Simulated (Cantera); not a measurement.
Feed: 1 mol S, 0.41 mol H2O, at 1400 K and 100 Torr.

These are equilibrium values from Cantera (NASA tables, ideal gas, pure condensed phases), not measurements of a reactor. Candidate condensed phases: H2O, H2SO4, S; 19 gas species. Equilibrium is a limit: real reactors are often held back by kinetics, nucleation or transport.

What is the equilibrium state?


| Item | Result |
|---|---|
| x(S2) | 0.474 |
| x(H2O) | 0.318 |
| x(H2S) | 0.0818 |
| x(SO2) | 0.0650 |
| x(H2) | 0.0533 |
| x(S2O) | 0.00450 |
| x(SH) | 0.00168 |
| x(SO) | 0.00150 |
| x(S) | 2.21e-5 |
| gas amount | 0.9031 mol |
| log10 activity of S(l) (absent) | -1.70 |
